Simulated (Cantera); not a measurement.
Charge: 1 mol Si2Cl6, 330 mol H2, equilibrated at 1.20 mbar.

Cantera equilibrium calculation (NASA polynomials, part measured and part estimated; ideal gas, pure solids and liquids). Candidate condensed phases: Si; 19 gas species. The feed counts by its element totals alone. Rates play no part.

Over these rows the condensed part is Si(s). Partial pressures as log10 of bar:

```json
[
 {"T (K)": "975", "1000/T (1/K)": "1.0256", "log p SiHCl3": "-6.57", "log p H2": "-2.93", "log p HCl": "-4.77"},
 {"T (K)": "1050", "1000/T (1/K)": "0.9524", "log p SiHCl3": "-7.21", "log p H2": "-2.93", "log p HCl": "-4.71"},
 {"T (K)": "1125", "1000/T (1/K)": "0.8889", "log p SiHCl3": "-7.89", "log p H2": "-2.93", "log p HCl": "-4.70"},
 {"T (K)": "1200", "1000/T (1/K)": "0.8333", "log p SiHCl3": "-8.51", "log p H2": "-2.93", "log p HCl": "-4.70"},
 {"T (K)": "1275", "1000/T (1/K)": "0.7843", "log p SiHCl3": "?", "log p H2": "-2.93", "log p HCl": "-4.70"},
 {"T (K)": "1350", "1000/T (1/K)": "0.7407", "log p SiHCl3": "-9.55", "log p H2": "-2.93", "log p HCl": "-4.70"}
]
```

### Question
Fit log p(SiHCl3) = a + b·(1000/T) to the five rows, give the apparent enthalpy, and predict the row at 1275 K.

### Answer
Means: 1000/T = 0.8882, log p = -7.946. Sxy = 0.503906, Sxx = 0.0477711, so b = 10.55 and a = -7.946 − (10.55)×0.8882 = -17.32.
Apparent enthalpy: −19.145 × (10.55) = -202 kJ/mol. With the condensed phases at unit activity, Si(s) + 3 HCl(g) = SiHCl3(g) + H2(g) links this pressure to the main gases: over the six rows their terms move log p by +0.21 in all, so the slope isn't that reaction's ΔH° alone. The five rows lie within 0.07 of the line.
Prediction at 1275 K: -17.32 + (10.55)×0.7843 = -9.05. The computed value is -9.06, 0.01 from the line.
